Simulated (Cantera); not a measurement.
A closed system holds: 1 mol SiH4, 0.021 mol Cl2, 110 mol N2, held at 752 °C and 10.0 mbar.

Cantera equilibrium calculation (NASA polynomials, part measured and part estimated; ideal gas, pure solids and liquids). Candidate condensed phases: NH4Cl, Si, Si3N4; 28 gas species. N2 is the only nitrogen source here; it is nearly inert below about 1500 K, so the nitride shown seldom forms there in practice. The numbers say what is thermodynamically allowed, not how fast it happens.

Task: What is the equilibrium state?

Result: 
```json
{
  "x(N2)": "0.982",
  "x(H2)": "0.0178",
  "x(HCl)": "0.000377",
  "n(Si3N4(s))": "0.333 mol",
  "gas_amount": "111.4 mol",
  "log10 activity of Si(s) (absent)": "-5.54"
}
```
